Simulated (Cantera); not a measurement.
Feed: 1 mol CO2, 0.62 mol O2, 15 mol H2, held at 400 °C and 0.100 bar.

Cantera equilibrium calculation (NASA polynomials, part measured and part estimated; ideal gas, pure solids and liquids). Candidate condensed phases: C, C6H6, C7H8, C8H18, H2O; 110 gas species. Rates play no part.

Base state: H2 0.701, H2O 0.228, CH4 0.0698, CO2 0.00112, CO 0.000282 (mole fractions); condensed: gas only.

### Question
What changes in the equilibrium state with this change: CO2 replaced by H2O?

### Answer
| species | before | after |
|---|---|---|
| H2 | 0.701 | 0.860 |
| H2O | 0.228 | 0.140 |
| CH4 | 0.0698 | 0 |
| CO2 | 0.00112 | 0 |
| CO | 0.000282 | 0 |
